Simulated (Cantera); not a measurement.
A closed system holds: 1 mol TiCl4, 0.93 mol C3H8, equilibrated at 2000 K and 37.0 Pa.

These are equilibrium values from Cantera (NASA tables, ideal gas, pure condensed phases), not measurements of a reactor. Candidate condensed phases: C, C6H6, C7H8, C8H18, Ti, TiC, TiCl2, TiCl3, TiCl4; 96 gas species. The tables' values for TiCl2 are old estimates; treat these amounts as uncertain. TiC: taken at fixed stoichiometry. Rates play no part.

Base state: HCl 0.581, H2 0.300, Cl 0.0668, H 0.0463, TiCl2 0.00325, TiCl3 0.00187, C2H2 (acetylene) 0.000231, TiCl 0.000103 (mole fractions); condensed: C(graphite) + TiC(s).

**Question.** What changes in the equilibrium state with this change: C3H8 from 0.93 to 2.2 mol?

**Answer.** 
| species | before | after |
|---|---|---|
| H2 | 0.300 | 0.582 |
| HCl | 0.581 | 0.325 |
| H | 0.0463 | 0.0645 |
| Cl | 0.0668 | 0.0268 |
| TiCl2 | 0.00325 | 0.000523 |
| TiCl3 | 0.00187 | 0.000121 |
| TiCl | 0.000103 | 4.13e-5 |
| C2H2 (acetylene) | 0.000231 | 0.000447 |
| C(graphite), mol | 1.82 | 5.60 |
| TiC(s), mol | 0.968 | 0.992 |
